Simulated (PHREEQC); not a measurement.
Solution (25 °C): 0.013 mol/kgw KOH, 0.00041 mol/kgw H4SiO4, 0.0079 mol/kgw CuSO4 and 0.013 mol/kgw NaHCO3. Closed to the air; pH follows from the charge balance.

All values are PHREEQC results (ion-association model, wateq4f.dat), not measurements.

This is a speciation only: nothing precipitates in the calculation.

Task: What pH, ionic strength does the model give?

Result: pH 8.26; ionic strength 0.0337 mol/kgw.

Task: In which forms is K present?

Result: K+ 97 %, KSO4- 2.5 % of the K.

Saturation is exceeded, for instance for Malachite, Cu(OH)2; the values hold only as long as no solid forms. The database's constant for dissolved Cu(OH)2 is higher than later reviews accept.
